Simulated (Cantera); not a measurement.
An isothermal, constant-pressure homogeneous reactor starts with N₂O = 1 (molar parts), at 1075 K and 1.00 atm.

Model: GRI-Mech 3.0 (53 species, 325 reactions), integrated in Cantera. GRI-Mech 3.0 was tuned for natural gas; its chemistry of N2O as a main component is partial and can be far from experiment. The mechanism lacks the step 2 NO + O2 → 2 NO2, which can matter for NO2 below about 1400 K. The temperature is held fixed by assumption; the heat of reaction is taken as removed at once.

x: mole fraction; the columns are a selection and need not sum to one.

| t (s) | x N₂O | x O₂ | x NO₂ | x N₂ | x NO | x O |
|---|---|---|---|---|---|---|
| 0.000700 | 1.000 | 1.34e-5 | 8.29e-11 | 2.79e-5 | 1.72e-6 | 1.93e-7 |
| 0.00203 | 1.000 | 3.93e-5 | 7.12e-10 | 8.13e-5 | 5.05e-6 | 1.93e-7 |
| 0.00591 | 1.000 | 0.000114 | ___ | 0.000237 | 1.47e-5 | 1.93e-7 |
| 0.0172 | 0.999 | 0.000333 | ___ | 0.000687 | 4.27e-5 | 1.93e-7 |
| 0.0499 | 0.997 | 0.000966 | ___ | 0.00199 | 0.000124 | 1.93e-7 |
| 0.145 | 0.991 | 0.00279 | ___ | 0.00577 | 0.000356 | 1.92e-7 |
| 0.421 | 0.974 | 0.00801 | ___ | 0.0165 | 0.00101 | 1.90e-7 |
| 1.22 | 0.928 | 0.0224 | ___ | 0.0463 | 0.00281 | 1.86e-7 |
| 3.55 | 0.813 | 0.0587 | ___ | 0.121 | 0.00723 | 1.72e-7 |
| 10.3 | 0.578 | 0.133 | ___ | 0.273 | 0.0155 | 1.42e-7 |
| 30.0 | 0.268 | 0.232 | ___ | 0.476 | 0.0243 | 8.68e-8 |

Task: Some entries are withheld; supply them.

Result: 
- 0.00591, x NO₂: 5.96e-9
- 0.0172, x NO₂: 4.85e-8
- 0.0499, x NO₂: 3.70e-7
- 0.145, x NO₂: 2.39e-6
- 0.421, x NO₂: 1.12e-5
- 1.22, x NO₂: 3.76e-5
- 3.55, x NO₂: 0.000103
- 10.3, x NO₂: 0.000226
- 30.0, x NO₂: 0.000360
